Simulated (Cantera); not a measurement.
A closed system holds: 1 mol BN, 0.53 mol Cl2, 27 mol H2, at 1398 K and 8.00 Pa.

Equilibrium computed with Cantera from the NASA thermochemical tables; the gas is ideal and each condensed phase is pure. Candidate condensed phases: B, BN, NH4Cl; 21 gas species. The tables' values for BCl are old estimates; treat these amounts as uncertain. Equilibrium is a limit: real reactors are often held back by kinetics, nucleation or transport.

Base state: H2 0.961, HCl 0.0384, H 0.000519, BCl 7.89e-5, N2 4.11e-5, Cl 1.71e-5 (mole fractions); condensed: BN(s).

What changes in the equilibrium state with this change: Cl2 from 0.53 to 19 mol?


| species | before | after |
|---|---|---|
| HCl | 0.0384 | 0.794 |
| H2 | 0.961 | 0.189 |
| BCl3 | 1.11e-6 | 0.00994 |
| BCl2 | 1.35e-6 | 0.000260 |
| N2 | 4.11e-5 | 0.00526 |
| BN(s), mol | 0.998 | 0.515 |
The tables' values for BCl, BCl2 are old estimates; treat these amounts as uncertain. Gases not in the tables: BHCl2.

What changes in the equilibrium state with this change: Cl2 from 0.53 to 7.1 mol?


| species | before | after |
|---|---|---|
| H2 | 0.961 | 0.585 |
| HCl | 0.0384 | 0.413 |
| BCl3 | 1.11e-6 | 0.000784 |
| BCl2 | 1.35e-6 | 6.91e-5 |
| N2 | 4.11e-5 | 0.000572 |
| Cl | 1.71e-5 | 0.000236 |
| BN(s), mol | 0.998 | 0.961 |
The tables' values for BCl, BCl2 are old estimates; treat these amounts as uncertain. Gases not in the tables: BHCl2.
